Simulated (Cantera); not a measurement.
A Cantera script and what it prints.

```python
import numpy as np
import cantera as ct

gas_names = [...]  # 110 gases of nasa_gas.yaml made of C, H, O
cond_names = """
    C(gr) C6H6(L) C7H8(L) C8H18(L),n-octa H2O(s) H2O(L)
""".split()


# ... load() reads the species with a 1 bar reference pressure and builds the phases ...
atoms = {
    'C3H6': {'C': 3, 'H': 6},
    'H2O': {'H': 2, 'O': 1},
    'H2': {'H': 2},
}
top_T = {'C(gr)': 4500}  # K; cautious upper limits of use, not melting points


# ... equilibrate(T, P, feed) seeds the gas with the atoms and calls Mixture.equilibrate('TP', solver="vcs", rtol=1e-11, max_steps=5000) ...
results = []
feed = {'C3H6': 1, 'H2O': 0.59, 'H2': 81}  # mol
P = 16  # Pa
for T in [550, 750, 950, 1150, 1350, 1550, 1750, 1950, 2150, 2350, 2550, 2750, 2950]:
    mix = equilibrate(T, P, feed)
    results.append((T, P, feed, dict(zip(mix.species_names, mix.species_moles))))

top = {s: max(r[3][s] / sum(r[3][g] for g in gas_names) for r in results) for s in gas_names}
cols = sorted((s for s in top if top[s] > 0.001), key=lambda s: -top[s])[:6]
seen = [c for c in cond_names if any(r[3].get(c, 0) > 1e-12 for r in results)]
print("log10 of partial pressures in bar; condensed amounts in mol")
print(f"{'T/K':>10s}" + "".join(f"{s[:9]:>10s}" for s in cols + seen))
for T, P, feed, n in results:
    ng = sum(n[g] for g in gas_names)
    print(f"{T:10.4g}" + "".join(f"{np.log10(max(n[s] / ng * P / 1e5, 1e-99)):10.3f}" for s in cols)
          + "".join(f"{n.get(c, 0):10.4g}" for c in seen))
```

Output:

```
log10 of partial pressures in bar; condensed amounts in mol
       T/K        H2         H       CH4         C       H2O        CO     C(gr)
       550    -3.815   -19.982    -5.232   -60.253    -5.950    -7.736         0
       750    -3.799   -14.399    -7.094   -41.812    -7.802    -5.962     2.376
       950    -3.799   -11.154    -8.374   -31.263    -9.784    -5.955     2.408
      1150    -3.799    -9.027    -9.229   -24.384   -11.083    -5.955      2.41
      1350    -3.799    -7.522    -9.837   -19.545   -11.996    -5.955      2.41
      1550    -3.800    -6.402   -10.292   -15.957   -12.673    -5.956     2.407
      1750    -3.807    -5.537   -10.653   -13.192   -13.200    -5.959     2.391
      1950    -3.838    -4.860   -10.990   -10.996   -13.655    -5.975     2.322
      2150    -3.944    -4.347   -11.420    -9.211   -14.136    -6.021     2.131
      2350    -4.213    -4.011   -12.137    -7.732   -14.769    -6.114     1.732
      2550    -4.705    -3.858   -13.366    -6.584   -15.480    -6.206         0
      2750    -5.301    -3.816   -15.155    -5.994   -15.832    -6.245         0
      2950    -5.875    -3.807   -17.035    -5.706   -15.950    -6.257         0
```

These are equilibrium values from Cantera (NASA tables, ideal gas, pure condensed phases), not measurements of a reactor.
